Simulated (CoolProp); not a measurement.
Vapour-liquid equilibrium of R125 (1) + R134a (2) at 299.5 K; x and y are mole fractions of (1).

Model: multi-fluid Helmholtz-energy mixture model, Lemmon 2005 and Tillner-Roth 1994; pair parameters Lemmon 2004, in CoolProp.

### Question
Give the bubble pressure and the first vapour's composition at x = 0.2, 0.5, 0.65. Is there an azeotrope?

### Answer
x = 0.2: 841.2 kPa, y = 0.313; x = 0.5: 1059 kPa, y = 0.633; x = 0.65: 1168 kPa, y = 0.757. No azeotrope shows between x = 0.05 and 0.95.

Pair parameters are fitted to limited data, so mixtures are less certain than the pure fluids.
